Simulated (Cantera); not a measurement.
Feed: 1 mol CCl4, 1.3 mol HCl, 0.94 mol H2, equilibrated at 150 Pa.

Method: chemical equilibrium by Gibbs-energy minimisation in Cantera with the NASA 1993 tables (ideal gas, pure condensed phases). Candidate condensed phases: C, C6H6, C7H8, C8H18; 91 gas species. Equilibrium is a limit: real reactors are often held back by kinetics, nucleation or transport. All values below are at 1798 K.

Base state: HCl 0.601, Cl 0.396, Cl2 0.00241, H2 0.000111, H 9.59e-5 (mole fractions); condensed: C(graphite).

Task: What changes in the equilibrium state with this change: HCl from 1.3 to 0.01 mol?

Result: 
```csv
species,before,after
Cl,0.396,0.523
HCl,0.601,0.473
Cl2,0.00241,0.00418
H2,0.000111,3.97e-5
H,9.59e-5,5.73e-5
"C(graphite), mol",1.000,1.000
```
